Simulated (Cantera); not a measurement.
Charge: 1 mol SiCl4, 0.8 mol H2, at 675 K and 0.830 bar.

Method: chemical equilibrium by Gibbs-energy minimisation in Cantera with the NASA 1993 tables (ideal gas, pure condensed phases). Candidate condensed phases: Si; 19 gas species. Kinetics and transport are ignored.

Base state: SiCl4 0.550, H2 0.439, HCl 0.00563, SiHCl3 0.00562 (mole fractions); condensed: gas only.

**Question.** What changes in the equilibrium state with this change: 0.93 mol Cl2 added?

**Answer.** 
```csv
species,before,after
HCl,0.00563,0.586
SiCl4,0.550,0.366
Cl2,<1e-9,0.0476
H2,0.439,<1e-9
SiHCl3,0.00562,<1e-9
```

**Question.** What changes in the equilibrium state with this change: 0.35 mol O2 added?

**Answer.** 
```
species               before    after
-------------------  -------  -------
HCl                  0.00563    0.651
SiCl4                  0.550    0.302
H2                     0.439   0.0465
SiHCl3               0.00562  2.83e-6
SiO2(α-quartz), mol        0    0.350
```
Further candidate phases: H2O, SiO2.
